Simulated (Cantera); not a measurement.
## Adiabatic ignition

An adiabatic, constant-volume homogeneous reactor starts with 6.12 % CH4, 19.8 % O2, 74.1 % N2, equivalence ratio 0.62, at 1175 K and 3.20 bar.

Model: GRI-Mech 3.0 (53 species, 325 reactions), integrated in Cantera.

| t (s) | T (K) | P (bar) | x CH4 | x O2 | x H2 | x HCN | x NO2 |
|---|---|---|---|---|---|---|---|
| 4.00e-6 | 1175 | 3.20 | 0.0612 | 0.198 | 1.14e-11 | <1e-12 | <1e-12 |
| 7.86e-6 | 1175 | 3.20 | 0.0612 | 0.198 | 2.63e-11 | <1e-12 | <1e-12 |
| 1.54e-5 | 1175 | 3.20 | 0.0612 | 0.198 | 6.50e-11 | <1e-12 | <1e-12 |
| 3.03e-5 | 1175 | 3.20 | 0.0612 | 0.198 | 1.79e-10 | <1e-12 | <1e-12 |
| 5.95e-5 | 1175 | 3.20 | 0.0612 | 0.198 | 5.61e-10 | <1e-12 | <1e-12 |
| 0.000117 | 1175 | 3.20 | 0.0612 | 0.198 | 2.03e-9 | <1e-12 | <1e-12 |
| 0.000230 | 1175 | 3.20 | 0.0612 | 0.198 | 8.71e-9 | <1e-12 | <1e-12 |
| 0.000451 | 1175 | 3.20 | 0.0612 | 0.198 | 4.58e-8 | <1e-12 | <1e-12 |
| 0.000886 | 1175 | 3.20 | 0.0612 | 0.198 | 2.87e-7 | <1e-12 | <1e-12 |
| 0.00174 | 1175 | 3.20 | 0.0612 | 0.198 | 1.50e-6 | <1e-12 | <1e-12 |
| 0.00342 | 1176 | 3.20 | 0.0611 | 0.198 | 5.76e-6 | <1e-12 | <1e-12 |
| 0.00672 | 1177 | 3.21 | 0.0609 | 0.198 | 2.42e-5 | <1e-12 | <1e-12 |
| 0.0132 | 1188 | 3.24 | 0.0595 | 0.196 | 0.000212 | <1e-12 | <1e-12 |
| 0.0259 | 2601 | 7.14 | <1e-12 | 0.0672 | 0.00159 | 3.48e-11 | 1.80e-5 |
| 0.0509 | 2601 | 7.14 | <1e-12 | 0.0672 | 0.00159 | 3.48e-11 | 1.80e-5 |
| 0.100 | 2601 | 7.14 | <1e-12 | 0.0672 | 0.00159 | 3.48e-11 | 1.80e-5 |
x: mole fraction; the columns are a selection and need not sum to one.

```json
{
  "time_of_steepest_temperature_rise": "16.6 ms",
  "temperature at 0.100 s": "2601 K",
  "equilibrium_temperature": "2601 K",
  "x(CH4) at 0.100 s": "<1e-12 (gas-phase equilibrium <1e-12)",
  "x(O2) at 0.100 s": "0.0672 (gas-phase equilibrium 0.0672)",
  "x(H2) at 0.100 s": "0.00159 (gas-phase equilibrium 0.00159)"
}
```
